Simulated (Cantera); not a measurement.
# Dilute partial oxidation

An isothermal, constant-pressure homogeneous reactor starts with CH₄ : O₂ : N₂ = 0.016 : 0.0061 : 1 (molar parts), at 1275 K and 1.80 bar.

Computed with Cantera and GRI-Mech 3.0 (53 species, 325 reactions). GRI-Mech 3.0 stops at C3 and has no aromatics, soot or wall deposition, so with more carbon than oxygen in the feed, carbon stays in small species such as C2H2 where larger ones or solid carbon would form.

```json
[
 {"t (s)": "0.000700", "x CH₄": "0.0157", "x O₂": "0.00597", "x NO": "<1e-12", "x H₂": "2.00e-8", "x CH₂O": "2.58e-9", "x H": "1.23e-10", "x C₂H": "<1e-12"},
 {"t (s)": "0.00228", "x CH₄": "0.0157", "x O₂": "0.00597", "x NO": "<1e-12", "x H₂": "8.14e-8", "x CH₂O": "3.44e-8", "x H": "1.73e-10", "x C₂H": "<1e-12"},
 {"t (s)": "0.00740", "x CH₄": "0.0157", "x O₂": "0.00597", "x NO": "<1e-12", "x H₂": "3.78e-7", "x CH₂O": "3.89e-7", "x H": "2.57e-10", "x C₂H": "<1e-12"},
 {"t (s)": "0.0240", "x CH₄": "0.0156", "x O₂": "0.00597", "x NO": "<1e-12", "x H₂": "1.69e-6", "x CH₂O": "2.29e-6", "x H": "3.42e-10", "x C₂H": "<1e-12"},
 {"t (s)": "0.0782", "x CH₄": "0.0156", "x O₂": "0.00596", "x NO": "<1e-12", "x H₂": "8.05e-6", "x CH₂O": "8.98e-6", "x H": "6.03e-10", "x C₂H": "<1e-12"},
 {"t (s)": "0.254", "x CH₄": "0.0155", "x O₂": "0.00590", "x NO": "<1e-12", "x H₂": "5.75e-5", "x CH₂O": "2.76e-5", "x H": "2.01e-9", "x C₂H": "<1e-12"},
 {"t (s)": "0.826", "x CH₄": "0.0147", "x O₂": "0.00545", "x NO": "1.73e-12", "x H₂": "0.000552", "x CH₂O": "3.89e-5", "x H": "1.28e-8", "x C₂H": "<1e-12"},
 {"t (s)": "2.69", "x CH₄": "0.00870", "x O₂": "0.000742", "x NO": "1.85e-10", "x H₂": "0.00605", "x CH₂O": "5.63e-6", "x H": "1.25e-7", "x C₂H": "6.92e-12"},
 {"t (s)": "8.73", "x CH₄": "0.00786", "x O₂": "2.97e-5", "x NO": "1.12e-10", "x H₂": "0.00743", "x CH₂O": "1.49e-7", "x H": "3.82e-8", "x C₂H": "2.37e-12"},
 {"t (s)": "28.4", "x CH₄": "0.00746", "x O₂": "1.31e-7", "x NO": "4.71e-11", "x H₂": "0.00814", "x CH₂O": "3.91e-9", "x H": "3.36e-8", "x C₂H": "2.17e-12"},
 {"t (s)": "92.3", "x CH₄": "0.00646", "x O₂": "<1e-12", "x NO": "3.81e-12", "x H₂": "0.00986", "x CH₂O": "2.62e-9", "x H": "3.97e-8", "x C₂H": "2.76e-12"},
 {"t (s)": "300", "x CH₄": "0.00458", "x O₂": "<1e-12", "x NO": "1.22e-12", "x H₂": "0.0130", "x CH₂O": "1.78e-9", "x H": "5.29e-8", "x C₂H": "3.94e-12"}
]
```
x: mole fraction; the columns are a selection and need not sum to one.

Equilibrium at this temperature and pressure: CH₄ 0.000849, O₂ <1e-12, NO <1e-12, H₂ 0.0276, CH₂O 2.75e-10, H 9.18e-8, C₂H <1e-12 (gas phase only).
